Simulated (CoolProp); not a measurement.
Saturated liquid density (kg/m³) of R124: the reference equation beside estimates from Tc = 122.3 °C, pc = 3.624 MPa, ω = 0.288. Rackett uses Z = 0.29056 − 0.08775 ω.

Values from CoolProp's reference Helmholtz-energy equation of state, de Vries 1995.

```json
[
 {"T (°C)": "7.15", "reference": "1414", "Rackett": "1441", "Redlich-Kwong": "1233", "Soave-Redlich-Kwong": "1292", "Peng-Robinson": "1463"},
 {"T (°C)": "16.95", "reference": "1383", "Rackett": "1408", "Redlich-Kwong": "1199", "Soave-Redlich-Kwong": "1259", "Peng-Robinson": "(withheld)"},
 {"T (°C)": "26.65", "reference": "1350", "Rackett": "1374", "Redlich-Kwong": "1163", "Soave-Redlich-Kwong": "1224", "Peng-Robinson": "1387"},
 {"T (°C)": "36.35", "reference": "1315", "Rackett": "1337", "Redlich-Kwong": "1124", "Soave-Redlich-Kwong": "1186", "Peng-Robinson": "1345"},
 {"T (°C)": "46.15", "reference": "1278", "Rackett": "1299", "Redlich-Kwong": "1083", "Soave-Redlich-Kwong": "1144", "Peng-Robinson": "1299"},
 {"T (°C)": "55.85", "reference": "1239", "Rackett": "1259", "Redlich-Kwong": "1039", "Soave-Redlich-Kwong": "1100", "Peng-Robinson": "1248"},
 {"T (°C)": "65.65", "reference": "1197", "Rackett": "1215", "Redlich-Kwong": "991.4", "Soave-Redlich-Kwong": "(withheld)", "Peng-Robinson": "1192"},
 {"T (°C)": "75.35", "reference": "(withheld)", "Rackett": "1167", "Redlich-Kwong": "939.9", "Soave-Redlich-Kwong": "995.9", "Peng-Robinson": "1129"},
 {"T (°C)": "85.15", "reference": "1099", "Rackett": "1114", "Redlich-Kwong": "882.2", "Soave-Redlich-Kwong": "(withheld)", "Peng-Robinson": "1058"},
 {"T (°C)": "94.85", "reference": "1039", "Rackett": "1053", "Redlich-Kwong": "817.6", "Soave-Redlich-Kwong": "863.7", "Peng-Robinson": "975.6"},
 {"T (°C)": "104.65", "reference": "963.9", "Rackett": "(withheld)", "Redlich-Kwong": "740.3", "Soave-Redlich-Kwong": "778.2", "Peng-Robinson": "874.8"},
 {"T (°C)": "114.35", "reference": "858.9", "Rackett": "875.6", "Redlich-Kwong": "(withheld)", "Soave-Redlich-Kwong": "665.7", "Peng-Robinson": "741.7"}
]
```

Some entries are withheld; supply them.


- 16.95, Peng-Robinson: 1426
- 65.65, Soave-Redlich-Kwong: 1050
- 75.35, reference: 1151
- 85.15, Soave-Redlich-Kwong: 934.2
- 104.65, Rackett: 978.7
- 114.35, Redlich-Kwong: 640.3

Absolute difference from the reference over all 12 rows, mean and median: Rackett 1.6 and 1.6 %, Redlich-Kwong 17.6 and 16.7 %, Soave-Redlich-Kwong 13.2 and 11.7 %, Peng-Robinson 4.1 and 2.9 %.
